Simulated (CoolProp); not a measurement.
Saturation properties of propane.

Values from CoolProp's reference Helmholtz-energy equation of state, Lemmon 2009.

```tsv
T (K)	p (MPa)	enthalpy of vaporisation (kJ/kg)	vapour Z	liquid conductivity (mW/(m K))
180.2	0.005147	474.1	0.9959	160
198.1	0.01795	457.9	0.9894	149
216	0.04953	440.8	0.9777	138
233.9	0.1148	422.6	0.9592	128
251.8	0.2329	402.4	0.9329	118
269.7	0.4264	379.6	0.8979	108
287.5	0.7186	353.5	0.8533	99.0
305.4	1.140	322.5	0.7972	90.5
323.3	1.719	284.5	0.7272	82.6
```

It boils at 231.0 K under 1 atm.

Thermal conductivity comes from a separate model (Marsh 2002).
